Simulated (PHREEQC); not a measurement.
PHREEQC input (ion-association model, wateq4f.dat):

```
SOLUTION_MASTER_SPECIES
  An  An-  0  An  62.0  # stands for a non-complexing anion
SOLUTION_SPECIES
  An- = An-
    -log_k 0
    -gamma 3.0 0
PHASES
  Fix_H+
    H+ = H+
    -log_k 0
SOLUTION 1
  temp 25
  units mmol/kgw
  pH 7 charge
  As(3) 0.0012
  Na 1.0012
  Cl 0.00044
  Pb 0.00022
  An 1
END
SELECTED_OUTPUT 1
  -reset false
  -pH true
  -pe true
  -ionic_strength true
  -water true
  -totals As Cl Na Pb As(3) As(5)
  -molalities Hfo_wOH Hfo_wOH2+ Hfo_wO- Hfo_sOH Hfo_sOH2+ Hfo_sO- Hfo_wH2AsO3 Hfo_sOPb+ Hfo_wOPb+
  -saturation_indices Pb(OH)2 Cotunnite Laurionite Arsenolite Halite
USER_PUNCH 1
  -headings sigma psi
  10 PUNCH EDL("sigma", "Hfo"), EDL("psi", "Hfo")
PRINT
  -reset false
USE solution 1
SURFACE 1
  Hfo_wOH 2.69663e-05 600 0.012
  Hfo_sOH 6.74157e-07
EQUILIBRIUM_PHASES 1
  Fix_H+ -3 HAn 10
    -force_equality true
END
# ... the last block is repeated for the other 16 points of pH, with NaOH or the acid as the point needs
```

Selected output (columns that matter, 12 of 17 rows; pH added in front):

```
pH	mu	As	Na	Pb	m_Hfo_wOH	m_Hfo_wOH2+	m_Hfo_wO-	m_Hfo_sOH	si_Pb(OH)2	si_Cotunnite	si_Arsenolite	si_Halite	sigma	psi
3	0.0020592	3.9247e-07	0.0010012	2.1981e-07	8.0045e-06	1.8073e-05	8.1216e-08	2.0623e-07	-8.8953	-14.732	-11.432	-10.982	0.24734	0.23286
3.5	0.0013369	2.7589e-07	0.0010012	2.186e-07	1.3029e-05	1.2707e-05	3.0603e-07	3.3658e-07	-7.8816	-14.71	-11.738	-10.974	0.17051	0.22484
4.5	0.0010373	2.1175e-07	0.0010012	1.6694e-07	1.8152e-05	6.6992e-06	1.1268e-06	4.3406e-07	-5.9907	-14.816	-11.968	-10.97	0.077177	0.19065
5	0.0010136	2.0235e-07	0.0010012	7.1545e-08	1.9176e-05	5.1593e-06	1.6328e-06	3.8844e-07	-5.3585	-15.183	-12.008	-10.969	0.050207	0.1692
6	0.001003	1.9678e-07	0.0010012	1.7392e-09	1.9842e-05	3.6479e-06	2.4725e-06	3.4885e-07	-4.9792	-16.803	-12.032	-10.969	0.018951	0.11982
6.5	0.0010019	1.965e-07	0.0010012	2.0014e-10	1.9907e-05	3.3222e-06	2.7327e-06	3.4882e-07	-4.9341	-17.758	-12.035	-10.969	0.010981	0.092732
7.5	0.0010013	1.9971e-07	0.0010012	3.2679e-12	1.9932e-05	3.0126e-06	3.021e-06	3.4906e-07	-4.891	-19.715	-12.039	-10.969	0.0028301	0.036121
8	0.0010015	2.0777e-07	0.0010014	6.0687e-13	1.9936e-05	2.9301e-06	3.1074e-06	3.4902e-07	-4.8788	-20.703	-12.046	-10.969	0.00052647	0.007262
9	0.0010111	3.0268e-07	0.0010113	5.7505e-14	1.9993e-05	2.7729e-06	3.3024e-06	3.4875e-07	-4.8533	-22.678	-12.136	-10.965	-0.0042753	-0.050404
9.5	0.0010339	4.6964e-07	0.0010342	2.9918e-14	2.0096e-05	2.6563e-06	3.483e-06	3.4831e-07	-4.8319	-23.657	-12.319	-10.955	-0.0083256	-0.078746
10.5	0.0013323	9.8878e-07	0.0013333	2.9922e-14	2.0228e-05	2.1338e-06	4.3928e-06	3.438e-07	-4.7283	-25.557	-13.402	-10.849	-0.027842	-0.13211
11	0.0020565	1.1248e-06	0.0020585	7.0657e-14	1.9646e-05	1.5536e-06	5.6912e-06	3.3222e-07	-4.5883	-26.425	-14.274	-10.669	-0.05344	-0.15428
```

Complexes and solids missing from the database can't appear. The oxide is taken as insoluble; below pH 4 it would dissolve.
